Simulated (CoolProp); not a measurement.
Vapour-liquid equilibrium of isopentane (1) + toluene (2) at 15.05 °C; x and y are mole fractions of (1).

Model: multi-fluid Helmholtz-energy mixture model, Lemmon 2006 and Lemmon 2006; pair parameters Bell 2016, in CoolProp.

```json
[
 {"x": "0.05", "bubble pressure, mixture model (kPa)": "6.690", "bubble pressure, Raoult's law (kPa)": "5.298", "y, mixture model": "0.683", "y, Raoult's law": "0.601"},
 {"x": "0.15", "bubble pressure, mixture model (kPa)": "15.62", "bubble pressure, Raoult's law (kPa)": "11.44", "y, mixture model": "0.877", "y, Raoult's law": "0.835"},
 {"x": "0.25", "bubble pressure, mixture model (kPa)": "23.95", "bubble pressure, Raoult's law (kPa)": "17.59", "y, mixture model": "0.928", "y, Raoult's law": "0.905"},
 {"x": "0.35", "bubble pressure, mixture model (kPa)": "31.25", "bubble pressure, Raoult's law (kPa)": "23.74", "y, mixture model": "0.951", "y, Raoult's law": "0.939"},
 {"x": "0.45", "bubble pressure, mixture model (kPa)": "37.42", "bubble pressure, Raoult's law (kPa)": "29.88", "y, mixture model": "0.964", "y, Raoult's law": "0.959"},
 {"x": "0.55", "bubble pressure, mixture model (kPa)": "42.62", "bubble pressure, Raoult's law (kPa)": "36.03", "y, mixture model": "0.972", "y, Raoult's law": "0.972"},
 {"x": "0.65", "bubble pressure, mixture model (kPa)": "47.16", "bubble pressure, Raoult's law (kPa)": "42.18", "y, mixture model": "0.978", "y, Raoult's law": "0.982"},
 {"x": "0.75", "bubble pressure, mixture model (kPa)": "51.42", "bubble pressure, Raoult's law (kPa)": "48.32", "y, mixture model": "0.984", "y, Raoult's law": "0.988"},
 {"x": "0.85", "bubble pressure, mixture model (kPa)": "55.83", "bubble pressure, Raoult's law (kPa)": "54.47", "y, mixture model": "0.990", "y, Raoult's law": "0.994"},
 {"x": "0.95", "bubble pressure, mixture model (kPa)": "60.82", "bubble pressure, Raoult's law (kPa)": "60.62", "y, mixture model": "0.996", "y, Raoult's law": "0.998"}
]
```

The largest gap from Raoult's law is +36.5 % in bubble pressure, at x = 0.15. No azeotrope shows between x = 0.05 and 0.95.

Pair parameters are fitted to limited data, so mixtures are less certain than the pure fluids.
